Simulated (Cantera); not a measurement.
Charge: 1 mol Fe, 0.0011 mol H₂S, 4 mol N₂, at 10.0 Torr.

These are equilibrium values from Cantera (NASA tables, ideal gas, pure condensed phases), not measurements of a reactor. Candidate condensed phases: Fe, FeS, FeS₂, S; 16 gas species. Metal and sulfide melt together well below either melting point, which pure phases cannot show. Mutual solubility and eutectic melting of coexisting phases are not modelled. FeS: taken at fixed stoichiometry. The numbers say what is thermodynamically allowed, not how fast it happens.

x: gas mole fraction; n: condensed amount in mol.

```tsv
T (°C)	x N₂	x H₂	x S₂	x H₂S	n Fe(α)	n FeS(s)	n Fe(γ)
802	1.000	0.000274	6.81e-8	5.28e-7	0.999	0.00110	0
827	1.000	0.000274	(withheld)	(withheld)	0.999	0.00110	0
852	1.000	0.000274	(withheld)	(withheld)	0.999	0.00109	0
877	1.000	0.000274	6.81e-7	8.63e-7	0.999	0.00109	0
902	1.000	0.000274	1.37e-6	1.00e-6	0.999	0.00108	0
927	1.000	0.000274	2.69e-6	1.16e-6	0	0.00107	0.999
952	1.000	0.000273	5.15e-6	1.33e-6	0	0.00105	0.999
977	1.000	0.000273	9.56e-6	1.51e-6	0	0.00102	0.999
1002	1.000	0.000273	1.73e-5	1.72e-6	0	0.000953	0.999
1027	1.000	0.000273	3.07e-5	1.94e-6	0	0.000844	0.999
1052	1.000	0.000272	5.30e-5	2.17e-6	0	0.000662	0.999
```

Problem. Some entries are withheld; supply them.

Solution. 
- 827, x S₂: 1.52e-7
- 827, x H₂S: 6.26e-7
- 852, x S₂: 3.27e-7
- 852, x H₂S: 7.38e-7
